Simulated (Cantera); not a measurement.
What does this Cantera script print?

```python
import numpy as np
import cantera as ct

gas = ct.Solution("gri30.yaml")
gas.TPX = 1125, 14000, {'N2O': 1, 'N2': 0.57}
reactor = ct.IdealGasConstPressureReactor(gas, energy="off", clone=False)
net = ct.ReactorNet([reactor])
net.rtol, net.atol = 1e-08, 1e-18
show = ['N2O', 'NO2', 'NO', 'O', 'N2']
times = np.geomspace(9e-06, 200, 12)

steps = ct.SolutionArray(gas, extra=["t"])
rows = []
print(f"{'t/s':>10s}{'T/K':>9s}{'P/Pa':>11s}" + "".join(f"{s:>11s}" for s in show))
for t in times:
    while net.time < t:
        t_next = net.step()
        steps.append(gas.state, t=t_next)
    rows.append([np.interp(t, steps.t, y) for y in (steps.T, steps.P, *steps(*show).X.T)])
    print(f"{t:10.3e}{rows[-1][0]:9.1f}{rows[-1][1]:11.4g}" + "".join(f"{x:11.3e}" for x in rows[-1][2:]))
rate = np.gradient(steps.T, steps.t)
print("integrator steps:", len(steps.t))
if steps.T.max() > steps.T[0] + 200:
    print(f"time of steepest temperature rise: {steps.t[rate.argmax()]:.4e} s")
gas.TPX = 1125, 14000, {'N2O': 1, 'N2': 0.57}
gas.equilibrate("TP")
print(f"equilibrium (TP): T = {gas.T:.1f} K  " + "  ".join(f"{s} {gas[s].X[0]:.3e}" for s in show))
```

Output:

```
       t/s      T/K       P/Pa        N2O        NO2         NO          O         N2
 9.000e-06   1125.0    1.4e+04  6.369e-01  5.715e-19  4.118e-10  5.110e-08  3.631e-01
 4.189e-05   1125.0    1.4e+04  6.369e-01  2.117e-16  7.917e-09  1.987e-07  3.631e-01
 1.950e-04   1125.0    1.4e+04  6.369e-01  3.877e-14  1.073e-07  4.650e-07  3.631e-01
 9.076e-04   1125.0    1.4e+04  6.369e-01  1.899e-12  7.516e-07  5.204e-07  3.631e-01
 4.225e-03   1125.0    1.4e+04  6.369e-01  4.819e-11  3.790e-06  5.204e-07  3.631e-01
 1.966e-02   1125.0    1.4e+04  6.366e-01  1.059e-09  1.793e-05  5.204e-07  3.632e-01
 9.153e-02   1125.0    1.4e+04  6.355e-01  2.132e-08  8.362e-05  5.204e-07  3.639e-01
 4.261e-01   1125.0    1.4e+04  6.303e-01  3.320e-07  3.872e-04  5.201e-07  3.670e-01
 1.983e+00   1125.0    1.4e+04  6.066e-01  2.732e-06  1.757e-03  5.186e-07  3.810e-01
 9.231e+00   1125.0    1.4e+04  5.103e-01  1.306e-05  7.316e-03  5.110e-07  4.380e-01
 4.297e+01   1125.0    1.4e+04  2.471e-01  4.167e-05  2.214e-02  4.659e-07  5.940e-01
 2.000e+02   1125.0    1.4e+04  2.085e-02  6.960e-05  3.276e-02  1.708e-07  7.291e-01
integrator steps: 889
equilibrium (TP): T = 1125.0 K  N2O 3.038e-09  NO2 1.116e-06  NO 1.123e-04  O 6.101e-09  N2 7.584e-01
```

Detailed kinetics in Cantera: GRI-Mech 3.0 (53 species, 325 reactions). GRI-Mech 3.0 was tuned for natural gas; its chemistry of N2O as a main component is partial and can be far from experiment. The mechanism lacks the step 2 NO + O2 → 2 NO2, which can matter for NO2 below about 1400 K. The temperature is held fixed by assumption; the heat of reaction is taken as removed at once.
